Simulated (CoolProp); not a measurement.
A single-stage vapour-compression cycle with the fluid: evaporating at 318.15 K (dew point), condensing at 371.15 K (bubble point), superheat 5 K, subcooling 8 K, compressor efficiency 0.8, no pressure losses. The same conditions are run with several fluids, on thermodynamics alone (safety and materials aside).

Model: reference Helmholtz-energy equation of state of each fluid (1,2-dichloroethane: Thol 2015; R1336mzz(Z): McLinden 2020; dimethyl ether: Wu 2011; n-perfluorobutane: Gao 2022; R114: Platzer 1990; R11: Jacobsen 1992), in CoolProp. The equations of Platzer and Polt are older, rougher fits.

Problem. Rank 1,2-dichloroethane, R1336mzz(Z), dimethyl ether, n-perfluorobutane, R114, R11 by cooling COP, highest first.

Solution. 1,2-dichloroethane (4.36), R11 (4.14), R1336mzz(Z) (3.76), dimethyl ether (3.61), R114 (3.55), n-perfluorobutane (2.29)

| fluid | pressure ratio | discharge temperature (K) | refrigerating effect (kJ/kg) | volumetric capacity (kJ/m³) |
|---|---|---|---|---|
| 1,2-dichloroethane | 6.14 | 400.6 | 288 | 273 |
| R1336mzz(Z) | 4.44 | 371.1 | 104 | 1040 |
| dimethyl ether | 3.13 | 390.1 | 253 | 5210 |
| n-perfluorobutane | 3.51 | 371.2 | 28.4 | 1420 |
| R114 | 3.50 | 371.2 | 75.1 | 2070 |
| R11 | 3.88 | 385.9 | 134 | 1480 |

The compression ends wet for: R1336mzz(Z); n-perfluorobutane; R114.
